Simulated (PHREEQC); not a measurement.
H2SO4 is added in steps, without added water, to 1 kg of water holding 6.8 mmol/kgw MnCl2, at 25 °C. The system is closed to oxygen. CO2 is held at log p = -1 (atm). Nothing may precipitate in this run.

Base run: PHREEQC, ion-association model, wateq4f.dat. Each further column changes one thing. The table gives SO4-2 (mol/kgw).

```
H2SO4 added (mol)      base  database pitzer.dat  metal-ligand complexes left out  all activity coefficients set to 1  Debye-Hückel limiting law
-----------------  --------  -------------------  -------------------------------  ----------------------------------  -------------------------
0                         0                    0                                0                                   0                          0
0.0003125          0.000219             0.000304                         0.000302                            0.000143                   0.000235
0.0006875          0.000471             0.000650                         0.000640                            0.000310                   0.000507
0.001              0.000674             0.000923                         0.000904                            0.000444                   0.000727
0.001313           0.000871              0.00119                          0.00115                            0.000574                   0.000941
0.001687            0.00110              0.00149                          0.00144                            0.000725                    0.00119
0.002               0.00128              0.00173                          0.00167                            0.000846                    0.00139
```

 pitzer.dat has no redox and few complexes: it carries them in its interaction parameters.
